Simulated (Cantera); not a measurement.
A diamond (100) surface in a fixed gas of H2 with x(CH4) = 0.0085, x(H) = 0.0043, x(CH3) = 0.00091, 13000 Pa; coverages are run to steady state.

Computed with Cantera and the Harris–Goodwin 1993 mechanism for the reconstructed diamond (100) surface.

θ: site fractions in the mechanism's names (c6HH fully hydrogenated, c6H* and c6*H radical sites, c6** diradical, c6HM methylated).

| T (K) | growth (µm/h) | θ c6HH | θ c6H* | θ c6*H | θ c6** | θ c6HM |
|---|---|---|---|---|---|---|
| 950 | [?] | 0.546 | 0.0120 | 0.283 | 0.00535 | 0.118 |
| 1025 | [?] | 0.507 | 0.0181 | 0.344 | 0.00953 | 0.0867 |
| 1100 | [?] | 0.469 | 0.0253 | 0.400 | 0.0155 | 0.0590 |
| 1175 | [?] | 0.438 | 0.0338 | 0.453 | 0.0234 | 0.0312 |
| 1250 | [?] | 0.406 | 0.0427 | 0.496 | 0.0329 | 0.0112 |
| 1325 | [?] | 0.374 | 0.0511 | 0.523 | 0.0431 | 0.00315 |
| 1400 | [?] | 0.345 | 0.0589 | 0.538 | 0.0533 | 0.000835 |

Q: Fill in the missing entries.

A: 
- 950, growth (µm/h): 40.6
- 1025, growth (µm/h): 58.2
- 1100, growth (µm/h): 71.3
- 1175, growth (µm/h): 65.1
- 1250, growth (µm/h): 43.3
- 1325, growth (µm/h): 29.9
- 1400, growth (µm/h): 26.5
